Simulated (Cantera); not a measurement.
A Cantera script and its output.

```python
import numpy as np
import cantera as ct

gas = ct.Solution("gri30.yaml")
gas.TPX = 550, 13332, {'C3H8': 1, 'O2': 4.17, 'N2': 15.7}
flame = ct.FreeFlame(gas, width=0.16)
flame.set_refine_criteria(ratio=3, slope=0.08, curve=0.16)
flame.transport_model = "mixture-averaged"
flame.solve(loglevel=0, auto=True)
z, T = flame.grid, flame.T
thick = (T[-1] - T[0]) / np.gradient(T, z).max()
show = ['C3H8', 'O2', 'H', 'HCO', 'CH2O', 'OH']
print(f"laminar burning velocity  {flame.velocity[0] * 100:.3f} cm/s")
print(f"burnt temperature         {T[-1]:.1f} K")
print(f"thermal thickness         {thick * 1e3:.4f} mm")
print(f"grid points               {len(z)}")
z0 = z[flame.heat_release_rate.argmax()]
print(f"{'z/mm':>9s}{'T/K':>9s}{'u/(m/s)':>9s}" + "".join(f"{s:>11s}" for s in show))
rows = []
for k in (-3, -2, -1.5, -1, -0.5, -0.25, 0, 0.25, 0.5, 1, 2, 4, 8):
    zz = z0 + k * thick
    rows.append([k * thick, np.interp(zz, z, T), np.interp(zz, z, flame.velocity),
                 *(np.interp(zz, z, flame.X[gas.species_index(s)]) for s in show)])
    print(f"{rows[-1][0] * 1e3:9.3f}{rows[-1][1]:9.1f}{rows[-1][2]:9.3f}" + "".join(f"{x:11.3e}" for x in rows[-1][3:]))
```

It prints:

```
laminar burning velocity  166.917 cm/s
burnt temperature         2303.8 K
thermal thickness         1.6955 mm
grid points               157
     z/mm      T/K  u/(m/s)       C3H8         O2          H        HCO       CH2O         OH
   -5.087    550.1    1.672  4.786e-02  1.995e-01  1.232e-09  1.485e-16  1.195e-07  9.394e-12
   -3.391    550.9    1.679  4.773e-02  1.989e-01  6.766e-08  1.446e-13  2.156e-06  1.857e-09
   -2.543    555.0    1.698  4.754e-02  1.978e-01  7.168e-07  1.186e-11  1.395e-05  4.894e-08
   -1.696    592.7    1.832  4.678e-02  1.930e-01  1.113e-05  2.762e-09  1.296e-04  1.534e-06
   -0.848    932.8    2.990  3.413e-02  1.586e-01  3.183e-04  1.971e-06  1.032e-03  4.698e-05
   -0.424   1337.3    4.463  1.104e-02  1.128e-01  1.853e-03  6.110e-05  1.728e-03  5.583e-04
    0.000   1721.6    5.900  4.333e-04  6.472e-02  6.522e-03  1.547e-04  8.742e-04  2.583e-03
    0.424   1911.9    6.594  1.243e-06  3.474e-02  1.212e-02  6.197e-05  1.821e-04  5.775e-03
    0.848   1965.7    6.775  5.612e-10  2.093e-02  1.611e-02  9.720e-06  2.418e-05  8.076e-03
    1.696   1988.1    6.821  2.001e-16  1.276e-02  1.950e-02  1.057e-07  1.639e-07  9.386e-03
    3.391   2003.7    6.847  2.546e-24  1.032e-02  2.057e-02  3.403e-08  9.303e-11  9.528e-03
    6.782   2019.8    6.889  1.130e-30  9.597e-03  1.998e-02  3.169e-08  5.751e-11  9.477e-03
   13.564   2044.9    6.961  4.916e-38  8.970e-03  1.837e-02  2.887e-08  5.861e-11  9.355e-03
```

Computed with Cantera and GRI-Mech 3.0 (53 species, 325 reactions). GRI-Mech 3.0 was tuned for natural gas; its chemistry of propane as a main component is partial and can be far from experiment. Burning velocities carry a grid error of a few per cent, more on coarse grids.
